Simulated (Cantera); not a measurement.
Charge: 1 mol PbS, 3.2 mol H2, a varied amount of N2, at 2125 K and 1.33 mbar.

Cantera equilibrium calculation (NASA polynomials, part measured and part estimated; ideal gas, pure solids and liquids). Candidate condensed phases: Pb, PbS, S; 18 gas species. Kinetics and transport are ignored.

Problem. At 13 mol N2, list the 6 most abundant gas species with their mole fractions, and the condensed phases.

Solution. N2 0.713, H2 0.154, Pb 0.0525, H 0.0390, S 0.0216, S2 0.0132. Condensed: gas only.
